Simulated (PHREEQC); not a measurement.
Synthetic water in mg/kgw, 25 °C, pH 7.25: Na 2250; K 22.5; Ca 31.5; Mg 152; Cl 3870; S(6) as SO4 185; Alkalinity as HCO3 4.91; Br 9.76; Sr 69.4.

Valence states are taken as typed.

All values are PHREEQC results (Pitzer model, pitzer.dat), not measurements.

### Question
The ionic strength comes out as 0.123 mol/kgw. What activity coefficients do HCO3-, Cl-, Na+, Br-, SO4-2 get?

### Answer
HCO3- 0.84, Cl- 0.75, Na+ 0.78, Br- 0.76, SO4-2 0.26. Single-ion values are on the MacInnes scale.

This is a speciation only: nothing precipitates in the calculation. Species that the database lacks are ignored.
